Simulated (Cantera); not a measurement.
Input: 1 mol SiCl4, 1.2 mol HCl, 0.25 mol H2, held at 625 K and 0.200 bar.

These are equilibrium values from Cantera (NASA tables, ideal gas, pure condensed phases), not measurements of a reactor. Candidate condensed phases: Si; 19 gas species. The numbers say what is thermodynamically allowed, not how fast it happens.

Base state: HCl 0.490, SiCl4 0.408, H2 0.102 (mole fractions); condensed: gas only.

What changes in the equilibrium state with this change: temperature from 625 K to 1098.15 K?


| species | before | after |
|---|---|---|
| HCl | 0.490 | 0.491 |
| SiCl4 | 0.408 | 0.406 |
| H2 | 0.102 | 0.101 |
| SiCl3 | <1e-9 | 0.000468 |
| SiHCl3 | 4.11e-6 | 0.00121 |
The tables' values for SiCl3 are old estimates; treat these amounts as uncertain.
